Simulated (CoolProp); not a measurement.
Computed with CoolProp (reference Helmholtz-energy equation of state, Kamei 1995).

Q: For R22, give the phase and the density (kg/m³), cv (kJ/(kg K)), isothermal compressibility (1/MPa), viscosity (µPa s) at 281.9 K and 0.624 MPa; 281.9 K and 3.12 MPa.

A: 
- 281.9 K and 0.624 MPa: gas; density 26.2, cv 0.588, isothermal compressibility 1.86, viscosity 13.1
- 281.9 K and 3.12 MPa: liquid; density 1260, cv 0.677, isothermal compressibility 0.00336, viscosity 160

Viscosity comes from a separate model (Bell 2016), an estimate that may be off by 10 % or more.
